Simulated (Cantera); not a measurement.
A closed system holds: 1 mol SiCl4, 0.017 mol C2H4, a varied amount of H2, 0.0085 mol C2H2, equilibrated at 1673 K and 0.133 bar.

Cantera equilibrium calculation (NASA polynomials, part measured and part estimated; ideal gas, pure solids and liquids). Candidate condensed phases: C, C6H6, C7H8, C8H18, Si, SiC; 109 gas species. Mutual solubility and eutectic melting of coexisting phases are not modelled. The tables' values for SiCl3 are old estimates; treat these amounts as uncertain. Gases not in the tables: Si2H6 and higher silanes. Rates play no part.

x: gas mole fraction; n: condensed amount in mol.

| n(H2) (mol) | x H2 | x HCl | x SiCl2 | x H | x SiCl3 | n Si(s) | n SiC(s) |
|---|---|---|---|---|---|---|---|
| 99 | 0.964 | 0.0318 | [?] | 0.000306 | 4.14e-5 | 0.559 | 0.0508 |
| 180 | 0.979 | 0.0192 | [?] | 0.000309 | 8.88e-6 | 0.696 | 0.0506 |
| 250 | 0.985 | 0.0143 | [?] | 0.000309 | 3.66e-6 | 0.753 | 0.0505 |
| 330 | 0.988 | 0.0111 | [?] | 0.000310 | 1.70e-6 | 0.793 | 0.0503 |
| 410 | 0.990 | 0.00910 | [?] | 0.000310 | 9.27e-7 | 0.818 | 0.0501 |
| 490 | 0.992 | 0.00769 | [?] | 0.000311 | 5.59e-7 | 0.835 | 0.0499 |
| 570 | 0.993 | 0.00666 | [?] | 0.000311 | 3.63e-7 | 0.847 | 0.0498 |
| 640 | 0.994 | 0.00597 | [?] | 0.000311 | 2.60e-7 | 0.856 | 0.0496 |
| 720 | 0.994 | 0.00533 | [?] | 0.000311 | 1.85e-7 | 0.863 | 0.0494 |
| 800 | 0.995 | 0.00482 | [?] | 0.000311 | 1.37e-7 | 0.869 | 0.0492 |
| 880 | 0.995 | 0.00439 | [?] | 0.000311 | 1.04e-7 | 0.874 | 0.0491 |
| 960 | 0.996 | 0.00404 | 5.90e-5 | 0.000311 | 8.04e-8 | 0.877 | 0.0489 |
| 1000 | 0.996 | 0.00388 | [?] | 0.000311 | 7.13e-8 | 0.879 | 0.0488 |

Fill in the missing entries.


- 99, x SiCl2: 0.00379
- 180, x SiCl2: 0.00136
- 250, x SiCl2: 0.000753
- 330, x SiCl2: 0.000452
- 410, x SiCl2: 0.000301
- 490, x SiCl2: 0.000215
- 570, x SiCl2: 0.000161
- 640, x SiCl2: 0.000129
- 720, x SiCl2: 0.000103
- 800, x SiCl2: 8.40e-5
- 880, x SiCl2: 6.98e-5
- 1000, x SiCl2: 5.45e-5
